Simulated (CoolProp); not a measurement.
Vapour-liquid equilibrium of n-pentane (1) + cyclohexane (2) at 302.4 K; x and y are mole fractions of (1).

Model: multi-fluid Helmholtz-energy mixture model, Thol 2019 and Zhou 2014; pair parameters Bell 2016, in CoolProp.

```
x     bubble pressure (MPa)  y at the bubble point  dew pressure at overall composition x (MPa)  liquid density (mol/L)
----  ---------------------  ---------------------  -------------------------------------------  ----------------------
0.05                0.01964                  0.237                                   (withheld)                   9.120
0.2              (withheld)                  0.580                                      0.01890                   9.036
0.35                0.04033                  0.736                                      0.02226                   8.950
0.5                 0.04960                  0.829                                   (withheld)              (withheld)
0.65             (withheld)                  0.895                                   (withheld)                   8.772
0.8                 0.06757                  0.946                                      0.04631                   8.679
0.95             (withheld)                  0.987                                      0.06845                   8.583
```

Question: Complete the blanks.

Answer: 
- 0.05, dew pressure at overall composition x (MPa): 0.01641
- 0.2, bubble pressure (MPa): 0.03049
- 0.5, dew pressure at overall composition x (MPa): 0.02704
- 0.5, liquid density (mol/L): 8.862
- 0.65, bubble pressure (MPa): 0.05860
- 0.65, dew pressure at overall composition x (MPa): 0.03429
- 0.95, bubble pressure (MPa): 0.07671

No azeotrope shows between x = 0.05 and 0.95.

The pair parameters rest on a limited set of measurements; away from them the model extrapolates.
